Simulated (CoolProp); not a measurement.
The fluid at 293.15 K and 0.158 MPa is throttled through a valve to 0.0894 MPa with no heat exchange. The same conditions are run with several fluids, on thermodynamics alone (safety and materials aside).

Values from CoolProp's reference Helmholtz-energy equation of state of each fluid (propane: Lemmon 2009; fluorine: de Reuck 1990; propyne: Polt 1992; ethylene: Smukala 2000; R227EA: Lemmon 2016). The equations of Platzer and Polt are older, rougher fits.

**Question.** Rank propane, fluorine, propyne, ethylene, R227EA by temperature change (K), highest first.

**Answer.** fluorine (-0.1), ethylene (-0.7), propane (-1.2), R227EA (-1.4), propyne (-1.7)

```csv
fluid,final density (kg/m³)
propane,1.65
fluorine,1.39
propyne,1.50
ethylene,1.04
R227EA,6.43
```
